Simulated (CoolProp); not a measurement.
The numbers come from the reference Helmholtz-energy equation of state, Platzer 1990 in CoolProp. This equation is an older, rougher fit; its heat capacities, sound speeds and derivatives of the liquid may be far off and weren't checked against measurements.

**Question.** Give the vapour pressure (MPa), vapour Z, vapour viscosity (µPa s) of saturated CF4 (R14) at 173.2, 185.1, 208.9 K.

**Answer.** 
```json
[
 {"T (K)": "173.2", "p (MPa)": "0.515", "vapour Z": "0.882", "vapour viscosity (µPa s)": "10.9"},
 {"T (K)": "185.1", "p (MPa)": "0.874", "vapour Z": "0.826", "vapour viscosity (µPa s)": "12.0"},
 {"T (K)": "208.9", "p (MPa)": "2.11", "vapour Z": "0.660", "vapour viscosity (µPa s)": "15.3"}
]
```

Viscosity comes from a separate model (Huber 2003), an estimate that may be off by 10 % or more.
